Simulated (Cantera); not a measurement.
Mixture: CH₄ : O₂ : N₂ = 1 : 3.51 : 13.2 (molar parts), equivalence ratio 0.57, at 0.670 bar, adiabatic and at constant volume. Ignition delay is the time to a rise of 400 K.

Detailed kinetics in Cantera: GRI-Mech 3.0 (53 species, 325 reactions).

What does this change do: pressure from 0.670 bar to 7.70 bar?


```tsv
quantity	before	after
delay at 1075 K	0.329 s	26.4 ms
delay at 1175 K	66.7 ms	6.48 ms
delay at 1275 K	16.1 ms	1.88 ms
delay at 1375 K	4.63 ms	0.620 ms
apparent activation energy between 1325 and 1425 K	180 kJ/mol	170 kJ/mol
```
